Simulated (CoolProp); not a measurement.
Computed with CoolProp (reference Helmholtz-energy equation of state, Younglove 1994). It is a modified Benedict-Webb-Rubin equation, recast in Helmholtz form.

For R123, give the phase and the cp (kJ/(kg K)), speed of sound (m/s), isothermal compressibility (1/MPa), viscosity (µPa s) at 486.3 K and 30.5 bar; 486.3 K and 137 bar; 486.3 K and 168 bar.


- 486.3 K and 30.5 bar: gas; cp 1.08, speed of sound 128, isothermal compressibility 0.484, viscosity 19.5
- 486.3 K and 137 bar: supercritical; cp 1.23, speed of sound 294, isothermal compressibility 0.0168, viscosity 104
- 486.3 K and 168 bar: supercritical; cp 1.19, speed of sound 334, isothermal compressibility 0.0121, viscosity 115

Viscosity comes from a separate model (Tanaka 1996).
